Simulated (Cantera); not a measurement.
Feed: 1 mol HBr, 0.91 mol H2O, 0.18 mol O2, at 1400 Pa.

Cantera equilibrium calculation (NASA polynomials, part measured and part estimated; ideal gas, pure solids and liquids). Candidate condensed phases: Br2, H2O; 12 gas species. Kinetics and transport are ignored. All values below are at 1125 K.

Base state: H2O 0.637, HBr 0.149, Br2 0.144, Br 0.0682, O2 0.00193 (mole fractions); condensed: gas only.

Task: What changes in the equilibrium state with this change: HBr replaced by CO2?

Result: 
```csv
species,before,after
CO2,0,0.478
H2O,0.637,0.435
O2,0.00193,0.0861
HBr,0.149,0
Br2,0.144,0
Br,0.0682,0
```
Further candidate phases: C, C6H6, C7H8, C8H18.
